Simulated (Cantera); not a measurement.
An adiabatic, constant-volume homogeneous reactor starts with H2 : O2 : N2 : H2O = 1 : 0.312 : 1.17 : 0.12 (molar parts), equivalence ratio 1.6, at 1425 K and 5.00 bar. Integrator tolerance rtol = 1e-08.

Cantera simulation using GRI-Mech 3.0 (53 species, 325 reactions); the numbers are that mechanism's predictions, not measurements. The hydrogen kinetics of GRI-Mech 3.0 are dated; newer H2 mechanisms differ, most at raised pressure. Above 3000 K some thermodynamic fits are extrapolated.

Q: What does this change do: initial temperature 1425 to 1350 K?

A: 
| quantity | before | after |
|---|---|---|
| time of steepest temperature rise | 4.10 µs | 6.07 µs |
| temperature at 9.00 s | 3065 K | 3039 K |
| equilibrium temperature | 3065 K | 3039 K |
| x(H2) at 9.00 s | 0.162 (gas-phase equilibrium 0.162) | 0.162 (gas-phase equilibrium 0.162) |
| x(O2) at 9.00 s | 0.00106 (gas-phase equilibrium 0.00106) | 0.000883 (gas-phase equilibrium 0.000883) |
| x(H2O) at 9.00 s | 0.295 (gas-phase equilibrium 0.295) | 0.298 (gas-phase equilibrium 0.298) |
| x(H2O2) at 9.00 s | 5.70e-7 (gas-phase equilibrium 5.70e-7) | 5.18e-7 (gas-phase equilibrium 5.18e-7) |
| x(OH) at 9.00 s | 0.0158 (gas-phase equilibrium 0.0158) | 0.0142 (gas-phase equilibrium 0.0142) |
| x(NO) at 9.00 s | 0.00292 (gas-phase equilibrium 0.00292) | 0.00259 (gas-phase equilibrium 0.00259) |

Q: What does this change do: initial temperature 1425 to 1275 K?

A: 
```tsv
quantity	before	after
time of steepest temperature rise	4.10 µs	10.8 µs
temperature at 9.00 s	3065 K	3013 K
equilibrium temperature	3065 K	3013 K
x(H2) at 9.00 s	0.162 (gas-phase equilibrium 0.162)	0.162 (gas-phase equilibrium 0.162)
x(O2) at 9.00 s	0.00106 (gas-phase equilibrium 0.00106)	0.000724 (gas-phase equilibrium 0.000724)
x(H2O) at 9.00 s	0.295 (gas-phase equilibrium 0.295)	0.301 (gas-phase equilibrium 0.301)
x(H2O2) at 9.00 s	5.70e-7 (gas-phase equilibrium 5.70e-7)	4.66e-7 (gas-phase equilibrium 4.66e-7)
x(OH) at 9.00 s	0.0158 (gas-phase equilibrium 0.0158)	0.0127 (gas-phase equilibrium 0.0127)
x(NO) at 9.00 s	0.00292 (gas-phase equilibrium 0.00292)	0.00227 (gas-phase equilibrium 0.00227)
```
